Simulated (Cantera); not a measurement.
# AlI3 + O2 + N2 (aluminium nitride and oxide growth)

Feed: 1 mol AlI3, 4.4 mol O2, a varied amount of N2, equilibrated at 1875 K and 13300 Pa.

Method: chemical equilibrium by Gibbs-energy minimisation in Cantera with the NASA 1993 tables (ideal gas, pure condensed phases). Candidate condensed phases: Al, AlI3, AlN, Al2O3, I2; 21 gas species. Rates play no part.

```
n(N2) (mol)   x N2    x O2     x I     x NO  n Al2O3(s)
-----------  -----  ------  ------  -------  ----------
4.4          0.396   0.328   0.271  0.00470       0.500
6.9          0.507   0.267   0.221  0.00480       0.500
11           0.621   0.204   0.170  0.00465       0.500
17           0.717   0.152   0.127  0.00431       0.500
27           0.800   0.106  0.0890  0.00381       0.500
43           0.864  0.0718  0.0604  0.00325       0.500
67           0.908  0.0481  0.0407  0.00273       0.500
```
x: gas mole fraction; n: condensed amount in mol.

From 4.4 mol N2 to 67 mol N2 the condensed part is Al2O3(s).
